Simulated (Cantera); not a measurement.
An adiabatic, constant-pressure homogeneous reactor starts with 4.69 % CH4, 0.310 % CO, 19.9 % O2, 74.6 % N2, 0.469 % H2, at 1550 K and 2000000 Pa.

Detailed kinetics in Cantera: GRI-Mech 3.0 (53 species, 325 reactions). The pressure lies above the range GRI-Mech 3.0 was tuned for (to about 10 atm).

x: mole fraction; the columns are a selection and need not sum to one.

| t (s) | T (K) | x CH4 | x CO | x O2 | x CH3 | x NO2 | x CH2O | x O |
|---|---|---|---|---|---|---|---|---|
| 5.00e-6 | 1550 | 0.0469 | 0.00310 | 0.199 | 3.23e-5 | <1e-12 | 1.13e-5 | 1.72e-7 |
| 9.68e-6 | 1551 | 0.0467 | 0.00310 | 0.199 | 0.000109 | <1e-12 | 8.13e-5 | 6.19e-7 |
| 1.87e-5 | 1558 | 0.0453 | 0.00323 | 0.198 | 0.000256 | <1e-12 | 0.000580 | 1.97e-6 |
| 3.62e-5 | 1808 | 0.0193 | 0.0192 | 0.166 | 0.00121 | 5.60e-10 | 0.00245 | 9.09e-5 |
| 7.01e-5 | 2529 | <1e-12 | 0.00148 | 0.100 | <1e-12 | [?] | 5.50e-12 | 0.00119 |
| 0.000136 | 2528 | <1e-12 | 0.00148 | 0.0999 | <1e-12 | [?] | 5.46e-12 | 0.00118 |
| 0.000263 | 2527 | <1e-12 | 0.00147 | 0.0995 | <1e-12 | [?] | 5.40e-12 | 0.00117 |
| 0.000508 | 2524 | <1e-12 | 0.00145 | 0.0988 | <1e-12 | [?] | 5.30e-12 | 0.00115 |
| 0.000984 | 2520 | <1e-12 | 0.00143 | 0.0976 | <1e-12 | [?] | 5.13e-12 | 0.00112 |
| 0.00190 | 2513 | <1e-12 | 0.00139 | 0.0960 | <1e-12 | [?] | 4.90e-12 | 0.00108 |
| 0.00368 | 2506 | <1e-12 | 0.00136 | 0.0942 | <1e-12 | [?] | 4.66e-12 | 0.00103 |
| 0.00713 | 2502 | <1e-12 | 0.00134 | 0.0932 | <1e-12 | 3.78e-5 | 4.52e-12 | 0.00100 |
| 0.0138 | 2501 | <1e-12 | 0.00133 | 0.0929 | <1e-12 | 3.92e-5 | 4.48e-12 | 0.000997 |
| 0.0267 | 2501 | <1e-12 | 0.00133 | 0.0929 | <1e-12 | 3.93e-5 | 4.48e-12 | 0.000997 |
| 0.0517 | 2501 | <1e-12 | 0.00133 | 0.0929 | <1e-12 | 3.93e-5 | 4.48e-12 | 0.000997 |
| 0.100 | 2501 | <1e-12 | 0.00133 | 0.0929 | <1e-12 | 3.93e-5 | 4.48e-12 | 0.000997 |

Task: Fill in the missing entries.

Result: 
- 7.01e-5, x NO2: 6.30e-7
- 0.000136, x NO2: 1.74e-6
- 0.000263, x NO2: 3.82e-6
- 0.000508, x NO2: 7.56e-6
- 0.000984, x NO2: 1.38e-5
- 0.00190, x NO2: 2.27e-5
- 0.00368, x NO2: 3.20e-5
